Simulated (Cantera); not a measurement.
## Thermodynamics of silicon nitride deposition, feed SiH₂Cl₂ + NH₃ + N₂

Feed: 1 mol SiH₂Cl₂, 0.32 mol NH₃, 9.3 mol N₂, held at 100 Torr.

These are equilibrium values from Cantera (NASA tables, ideal gas, pure condensed phases), not measurements of a reactor. Candidate condensed phases: NH₄Cl, Si, Si₃N₄; 28 gas species. The tables' values for SiCl₃, SiCl are old estimates; treat these amounts as uncertain. Kinetics and transport are ignored.

From 1298 K to 1848 K the condensed part is Si₃N₄(s). The main Si-bearing gas is SiCl₄ at 1298 K and SiCl₂ at 1848 K. The share of Si in condensed phases is highest at 1298 K (89.6 %) and lowest at 1848 K (41.6 %).

```json
[
 {"T (K)": "1298", "x N₂": "0.788", "x HCl": "0.142", "x H₂": "0.0604", "x SiCl₂": "0.000242", "x SiCl₄": "0.00824", "x SiCl₃": "0.000578", "x H": "7.21e-7", "n Si₃N₄(s)": "0.299"},
 {"T (K)": "1348", "x N₂": "0.788", "x HCl": "0.143", "x H₂": "0.0601", "x SiCl₂": "0.000605", "x SiCl₄": "0.00760", "x SiCl₃": "0.000957", "x H": "1.55e-6", "n Si₃N₄(s)": "0.298"},
 {"T (K)": "1398", "x N₂": "0.788", "x HCl": "0.142", "x H₂": "0.0601", "x SiCl₂": "0.00139", "x SiCl₄": "0.00682", "x SiCl₃": "0.00149", "x H": "3.18e-6", "n Si₃N₄(s)": "0.296"},
 {"T (K)": "1448", "x N₂": "0.787", "x HCl": "0.141", "x H₂": "0.0606", "x SiCl₂": "0.00293", "x SiCl₄": "0.00584", "x SiCl₃": "0.00216", "x H": "6.22e-6", "n Si₃N₄(s)": "0.291"},
 {"T (K)": "1498", "x N₂": "0.787", "x HCl": "0.138", "x H₂": "0.0620", "x SiCl₂": "0.00563", "x SiCl₄": "0.00467", "x SiCl₃": "0.00287", "x H": "1.17e-5", "n Si₃N₄(s)": "0.283"},
 {"T (K)": "1548", "x N₂": "0.787", "x HCl": "0.132", "x H₂": "0.0643", "x SiCl₂": "0.00980", "x SiCl₄": "0.00339", "x SiCl₃": "0.00345", "x H": "2.14e-5", "n Si₃N₄(s)": "0.270"},
 {"T (K)": "1598", "x N₂": "0.786", "x HCl": "0.124", "x H₂": "0.0677", "x SiCl₂": "0.0154", "x SiCl₄": "0.00221", "x SiCl₃": "0.00371", "x H": "3.79e-5", "n Si₃N₄(s)": "0.252"},
 {"T (K)": "1648", "x N₂": "0.786", "x HCl": "0.114", "x H₂": "0.0721", "x SiCl₂": "0.0221", "x SiCl₄": "0.00129", "x SiCl₃": "0.00360", "x H": "6.55e-5", "n Si₃N₄(s)": "0.230"},
 {"T (K)": "1698", "x N₂": "0.787", "x HCl": "0.103", "x H₂": "0.0771", "x SiCl₂": "0.0291", "x SiCl₄": "0.000696", "x SiCl₃": "0.00320", "x H": "0.000110", "n Si₃N₄(s)": "0.206"},
 {"T (K)": "1748", "x N₂": "0.787", "x HCl": "0.0912", "x H₂": "0.0823", "x SiCl₂": "0.0360", "x SiCl₄": "0.000353", "x SiCl₃": "0.00267", "x H": "0.000180", "n Si₃N₄(s)": "0.183"},
 {"T (K)": "1798", "x N₂": "0.787", "x HCl": "0.0799", "x H₂": "0.0874", "x SiCl₂": "0.0425", "x SiCl₄": "0.000174", "x SiCl₃": "0.00213", "x H": "0.000285", "n Si₃N₄(s)": "0.160"},
 {"T (K)": "1848", "x N₂": "0.788", "x HCl": "0.0694", "x H₂": "0.0920", "x SiCl₂": "0.0482", "x SiCl₄": "8.40e-5", "x SiCl₃": "0.00166", "x H": "0.000441", "n Si₃N₄(s)": "0.139"}
]
```
x: gas mole fraction; n: condensed amount in mol.
